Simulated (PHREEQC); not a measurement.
Dissolve 0.51 mol/kgw KCl, 0.18 mol/kgw SrCl2 and 0.00017 mol/kgw H4SiO4 at 20 °C. Closed to the air; pH follows from the charge balance.

Computed with PHREEQC (Pitzer model, pitzer.dat).

```
Property                    Value
-------------------  ------------
pH                           6.63
ionic strength       1.05 mol/kgw
activity of water           0.975
density               1.045 g/cm³
osmotic coefficient         0.891
```

```json
[
 {"species": "Cl-", "molality": "0.870", "activity": "0.522", "log γ": "-0.222"},
 {"species": "K+", "molality": "0.510", "activity": "0.320", "log γ": "-0.202"},
 {"species": "Sr+2", "molality": "0.180", "activity": "0.0399", "log γ": "-0.654"},
 {"species": "H4SiO4", "molality": "0.000170", "activity": "0.000174", "log γ": "0.010"},
 {"species": "H+", "molality": "2.83e-7", "activity": "2.35e-7", "log γ": "-0.082"},
 {"species": "H3SiO4-", "molality": "2.23e-7", "activity": "9.13e-8", "log γ": "-0.388"},
 {"species": "OH-", "molality": "6.04e-8", "activity": "2.84e-8", "log γ": "-0.327"}
]
```

Precipitation was switched off in this run. In brines, pH and single-ion activities rest on the MacInnes convention.
